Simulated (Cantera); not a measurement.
Thermodynamics of sublimation and decomposition of ceramics, feed Al2O3 + H2

Charge: 1 mol Al2O3, 0.049 mol H2, at 8.30 bar.

Cantera equilibrium calculation (NASA polynomials, part measured and part estimated; ideal gas, pure solids and liquids). Candidate condensed phases: Al, Al2O3, H2O; 19 gas species. The tables' values for AlOH are old estimates; treat these amounts as uncertain. Gases not in the tables: Al(OH)3. The numbers say what is thermodynamically allowed, not how fast it happens.

```tsv
T (K)	x H2	x H	x H2O	x Al2O	x Al	x AlOH	x AlH	n Al2O3(s)	n Al2O3(l)
1575	1.000	1.44e-5	4.05e-7	1.47e-8	6.82e-8	8.97e-9	1.79e-7	1.00	0
1775	1.000	0.000100	5.17e-6	4.60e-7	1.15e-6	1.96e-7	1.62e-6	1.00	0
1975	0.999	0.000475	4.12e-5	6.22e-6	9.97e-6	2.18e-6	8.49e-6	1.000	0
2175	0.998	0.00169	0.000230	4.73e-5	5.45e-5	1.50e-5	3.08e-5	1.000	0
2375	0.994	0.00488	0.000938	0.000228	0.000213	7.00e-5	8.56e-5	0	1.000
2575	0.984	0.0119	0.00277	0.000705	0.000642	0.000220	0.000192	0	1.000
2775	0.963	0.0255	0.00682	0.00178	0.00162	0.000570	0.000377	0	1.000
2975	0.927	0.0488	0.0145	0.00383	0.00357	0.00125	0.000657	0	1.000
```
x: gas mole fraction; n: condensed amount in mol.

From 1575 K to 2175 K the condensed part is Al2O3(s). From 2375 K to 2975 K the condensed part is Al2O3(l).
